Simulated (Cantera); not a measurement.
An isothermal, constant-pressure homogeneous reactor starts with N2O : O2 = 1 : 0.29 (molar parts), at 1225 K and 0.0207 atm. Integrator tolerance rtol = 1e-08.

Model: GRI-Mech 3.0 (53 species, 325 reactions), integrated in Cantera. GRI-Mech 3.0 was tuned for natural gas; its chemistry of N2O as a main component is partial and can be far from experiment. Radical loss at walls, strong at low pressure, is not modelled. The mechanism lacks the step 2 NO + O2 → 2 NO2, which can matter for NO2 below about 1400 K. The temperature is held fixed by assumption; the heat of reaction is taken as removed at once.

Problem. What does this change do: pressure from 0.0207 atm to 0.0132 atm?

Solution. 
```
quantity                                          before                                    after
---------------  ---------------------------------------  ---------------------------------------
x(N2O) at 100 s   0.0758 (gas-phase equilibrium 2.44e-9)    0.164 (gas-phase equilibrium 1.94e-9)
x(O2) at 100 s       0.391 (gas-phase equilibrium 0.441)      0.370 (gas-phase equilibrium 0.441)
x(O) at 100 s    2.49e-6 (gas-phase equilibrium 1.94e-7)  2.63e-6 (gas-phase equilibrium 2.44e-7)
x(NO) at 100 s   0.0576 (gas-phase equilibrium 0.000289)  0.0506 (gas-phase equilibrium 0.000289)
x(NO2) at 100 s  2.53e-5 (gas-phase equilibrium 9.10e-7)  1.69e-5 (gas-phase equilibrium 7.25e-7)
x(N2) at 100 s       0.475 (gas-phase equilibrium 0.559)      0.415 (gas-phase equilibrium 0.559)
```

Problem. What does this change do: temperature 1225 to 1500 K?

Solution. 
```json
[
 {"quantity": "x(N2O) at 100 s", "before": "0.0758 (gas-phase equilibrium 2.44e-9)", "after": "4.77e-6 (gas-phase equilibrium 1.12e-8)"},
 {"quantity": "x(O2) at 100 s", "before": "0.391 (gas-phase equilibrium 0.441)", "after": "0.373 (gas-phase equilibrium 0.441)"},
 {"quantity": "x(O) at 100 s", "before": "2.49e-6 (gas-phase equilibrium 1.94e-7)", "after": "1.73e-5 (gas-phase equilibrium 1.87e-5)"},
 {"quantity": "x(NO) at 100 s", "before": "0.0576 (gas-phase equilibrium 0.000289)", "after": "0.136 (gas-phase equilibrium 0.00150)"},
 {"quantity": "x(NO2) at 100 s", "before": "2.53e-5 (gas-phase equilibrium 9.10e-7)", "after": "0.000139 (gas-phase equilibrium 1.68e-6)"},
 {"quantity": "x(N2) at 100 s", "before": "0.475 (gas-phase equilibrium 0.559)", "after": "0.491 (gas-phase equilibrium 0.558)"}
]
```
